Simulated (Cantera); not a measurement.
Standard-state values (1 bar) from the NASA 1993 polynomials, evaluated with Cantera. Values are per mole of reaction as written; species without (g) are pure solids or liquids, kept so even where they would boil at 1 bar.

**Question.** Between 300 and 548 K, where is each reaction favourable under standard conditions?
- 10 OH(g) + 2 P2(g) = P4O10 + 10 H(g)

**Answer.** 
- 10 OH(g) + 2 P2(g) = P4O10 + 10 H(g): ΔG° is -1241 kJ at 300 K and -1027 kJ at 548 K; it stays negative (K > 1). ΔH° is -1483 kJ and ΔS° -832 J/K at 548 K.
